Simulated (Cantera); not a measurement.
Input (Python, Cantera) and output of one run.

```python
import numpy as np
import cantera as ct

gas_names = [...]  # 151 gases of nasa_gas.yaml made of C, H, N, O, Si
cond_names = """
    C(gr) C6H6(L) C7H8(L) C8H18(L),n-octa H2O(s) H2O(L) Si(cr) Si(L) SiC(b) SiO2(Lqz) SiO2(hqz) SiO2(L)
    Si2N2O(s) Si3N4(a)
""".split()


# ... load() reads the species with a 1 bar reference pressure and builds the phases ...
atoms = {
    'HMDSO': {'Si': 2, 'C': 6, 'H': 18, 'O': 1},
    'N2O': {'N': 2, 'O': 1},
}
top_T = {'C(gr)': 4500, 'SiC(b)': 3050, 'Si2N2O(s)': 2100, 'Si3N4(a)': 2400}  # K; cautious upper limits of use, not melting points


# ... equilibrate(T, P, feed) seeds the gas with the atoms and calls Mixture.equilibrate('TP', solver="vcs", rtol=1e-11, max_steps=5000) ...
results = []
feed = {'HMDSO': 1, 'N2O': 0.68}  # mol
P = 2800  # Pa
for T in [573, 773, 973, 1173, 1373, 1573, 1773]:
    mix = equilibrate(T, P, feed)
    results.append((T, P, feed, dict(zip(mix.species_names, mix.species_moles))))

top = {s: max(r[3][s] / sum(r[3][g] for g in gas_names) for r in results) for s in gas_names}
cols = sorted((s for s in top if top[s] > 0.0001), key=lambda s: -top[s])[:6]
seen = [c for c in cond_names if any(r[3].get(c, 0) > 1e-12 for r in results)]
print("log10 of partial pressures in bar; condensed amounts in mol")
print(f"{'T/K':>10s}" + "".join(f"{s[:9]:>10s}" for s in cols + seen))
for T, P, feed, n in results:
    ng = sum(n[g] for g in gas_names)
    print(f"{T:10.4g}" + "".join(f"{np.log10(max(n[s] / ng * P / 1e5, 1e-99)):10.3f}" for s in cols)
          + "".join(f"{n.get(c, 0):10.4g}" for c in seen))
```

It prints:

```
log10 of partial pressures in bar; condensed amounts in mol
       T/K        H2       CH4        CO        N2         H       HCN     C(gr)    SiC(b) SiO2(Lqz) SiO2(hqz) Si2N2O(s)
       573    -2.023    -1.732   -18.848   -25.267   -18.248   -24.143     2.277      0.14       0.5         0      0.68
       773    -1.577    -2.827   -11.589   -16.272   -12.830   -16.258     5.406      0.14       0.5         0      0.68
       973    -1.554    -4.000    -7.345   -10.995    -9.743   -11.753     5.828      0.14         0       0.5      0.68
      1173    -1.554    -4.818    -4.567    -7.535    -7.705    -8.805     5.842    0.1444         0    0.4956      0.68
      1373    -1.593    -5.484    -2.612    -5.098    -6.274    -6.747     4.562    0.5747         0   0.07005    0.6772
      1573    -1.654    -6.045    -2.384    -2.777    -5.218    -4.978     2.324     1.996         0         0         0
      1773    -1.655    -6.384    -2.385    -2.780    -4.374    -4.488     2.321     1.991         0         0         0
```

Cantera equilibrium calculation (NASA polynomials, part measured and part estimated; ideal gas, pure solids and liquids). The feed counts by its element totals alone. Mutual solubility and eutectic melting of coexisting phases are not modelled. The tables hold silica as quartz up to 1696 K and as liquid above; real silica turns to tridymite and cristobalite and melts near 1996 K.
